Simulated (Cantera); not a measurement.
Input: 1 mol HMDSO, 3.1 mol O₃, held at 10.0 Torr.

Cantera equilibrium calculation (NASA polynomials, part measured and part estimated; ideal gas, pure solids and liquids). Candidate condensed phases: C, C₆H₆, C₇H₈, C₈H₁₈, H₂O, Si, SiC, SiO₂; 123 gas species. The feed counts by its element totals alone. The tables hold silica as quartz up to 1696 K and as liquid above; real silica turns to tridymite and cristobalite and melts near 1996 K. The numbers say what is thermodynamically allowed, not how fast it happens.

Task: At 1477 °C, list the 6 most abundant gas species with their mole fractions, and the condensed phases.

Result: H₂ 0.579, CO 0.395, H₂O 0.0184, CO₂ 0.00347, SiO 0.00190, H 0.00153. Condensed: SiO₂(condensed).
